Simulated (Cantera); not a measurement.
A closed system holds: 1 mol toluene, 2.5 mol NH3, 0.88 mol N2, 0.18 mol CO2, equilibrated at 0.560 bar.

These are equilibrium values from Cantera (NASA tables, ideal gas, pure condensed phases), not measurements of a reactor. Candidate condensed phases: C, C6H6, C7H8, C8H18, H2O; 136 gas species. The numbers say what is thermodynamically allowed, not how fast it happens.

Q: At 625 °C, list the 5 most abundant gas species with their mole fractions, and the condensed phases.

A: H2 0.657, N2 0.228, CH4 0.0775, CO 0.0188, H2O 0.0175. Condensed: C(graphite).
